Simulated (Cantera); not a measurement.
# Aluminium nitride and oxide growth: Al(CH3)3 + NH3 + H2 + N2

Feed: 1 mol Al(CH3)3, a varied amount of NH3, 7 mol H2, 98 mol N2, held at 13300 Pa.

Cantera equilibrium calculation (NASA polynomials, part measured and part estimated; ideal gas, pure solids and liquids). Candidate condensed phases: Al, AlN, C, C6H6, C7H8, C8H18; 97 gas species. The feed counts by its element totals alone. Equilibrium is a limit: real reactors are often held back by kinetics, nucleation or transport.

Stable condensed phases:

```
T in K \ n(NH3) in mol
         2.9 4.6 7.3  11  18  28  44  70 110 170 270
   2125    A   A   A   A   A   A   B   C   C   C   C
   2075    A   A   A   A   A   A   A   A   D   C   C
   2025    A   A   A   A   A   A   A   A   D   D   D
   1975    A   A   A   A   A   A   A   A   A   D   D
   1925    A   A   A   A   A   A   A   A   A   A   D
   1875    A   A   A   A   A   A   A   A   A   A   D
   1825    A   A   A   A   A   A   A   A   A   A   A
   1775    A   A   A   A   A   A   A   A   A   A   A
   1725    A   A   A   A   A   A   A   A   A   A   A
   1675    A   A   A   A   A   A   A   A   A   A   A
```

A: AlN + C; B: C; C: gas only; D: AlN.
